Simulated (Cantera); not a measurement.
A Cantera script and what it prints.

```python
import numpy as np
import cantera as ct

gas_names = """
    CH3 C6H6 CH4 C2H6
""".split()
cond_names = """
    C(gr)
""".split()


def load(file, names, dense=False):
    # The tables refer to 1 bar. Condensed volumes are neglected.
    table = {s.name: s for s in ct.Species.list_from_file(file)}
    out = []
    for n in names:
        d = dict(table[n].input_data)
        d["thermo"] = dict(d["thermo"], **{"reference-pressure": 1e5})
        if dense:
            d["equation-of-state"] = {"model": "constant-volume", "density": "1e6 g/cm^3"}
        out.append(ct.Species.from_dict(d))
    return out


species = {s.name: s for s in load("nasa_gas.yaml", gas_names) + load("nasa_condensed.yaml", cond_names)}
# Each term lists the table entries of one substance; the one whose range holds T is used.
reactions = {
    '2 CH3(g) + 4 C = C6H6(g)':
        [(-2, ['CH3']), (-4, ['C(gr)']), (1, ['C6H6'])],
    '3 CH4(g) + C = 2 C2H6(g)':
        [(-3, ['CH4']), (-1, ['C(gr)']), (2, ['C2H6'])],
}


def pick(names, T):
    return next(species[n] for n in names if species[n].thermo.min_temp <= T <= species[n].thermo.max_temp)


results = []
for label, terms in reactions.items():
    print(label)
    print("     T/K   dH/kJ  dS/(J/K)   dG/kJ   log10 K")
    for T in [300, 1550, 1600, 1650, 1700, 1750, 1800, 1850, 1900, 1950, 2000, 2050]:
        used = [(nu, pick(names, T)) for nu, names in terms]
        dH = sum(nu * s.thermo.h(T) for nu, s in used) / 1e6
        dS = sum(nu * s.thermo.s(T) for nu, s in used) / 1e3
        dG = dH - T * dS / 1e3
        logK = -dG * 1e6 / (ct.gas_constant * T * np.log(10))
        results.append((label, T, dH, dS, dG, logK, [s.name for _, s in used]))
        print(f"{T:8g} {dH:8.1f} {dS:8.1f} {dG:8.1f} {logK:8.2f}")
```

Output:

```
2 CH3(g) + 4 C = C6H6(g)
     T/K   dH/kJ  dS/(J/K)   dG/kJ   log10 K
     300   -211.0   -142.0   -168.4    29.32
    1550   -209.8   -148.7     20.6    -0.69
    1600   -209.3   -148.3     28.0    -0.92
    1650   -208.8   -148.0     35.4    -1.12
    1700   -208.3   -147.7     42.8    -1.32
    1750   -207.8   -147.4     50.2    -1.50
    1800   -207.3   -147.2     57.6    -1.67
    1850   -206.8   -146.9     64.9    -1.83
    1900   -206.3   -146.6     72.3    -1.99
    1950   -205.8   -146.3     79.6    -2.13
    2000   -205.3   -146.1     86.9    -2.27
    2050   -204.8   -145.8     94.2    -2.40
3 CH4(g) + C = 2 C2H6(g)
     T/K   dH/kJ  dS/(J/K)   dG/kJ   log10 K
     300     56.1   -106.5     88.0   -15.32
    1550     56.9   -106.2    221.5    -7.46
    1600     56.6   -106.4    226.8    -7.40
    1650     56.4   -106.5    232.1    -7.35
    1700     56.1   -106.7    237.5    -7.30
    1750     55.8   -106.9    242.8    -7.25
    1800     55.4   -107.1    248.1    -7.20
    1850     55.0   -107.3    253.5    -7.16
    1900     54.6   -107.5    258.9    -7.12
    1950     54.1   -107.7    264.3    -7.08
    2000     53.7   -108.0    269.7    -7.04
    2050     53.1   -108.3    275.1    -7.01
```

Standard-state values (1 bar) from the NASA 1993 polynomials, evaluated with Cantera. Condensed species are held in their standard states even where they would react or evaporate.
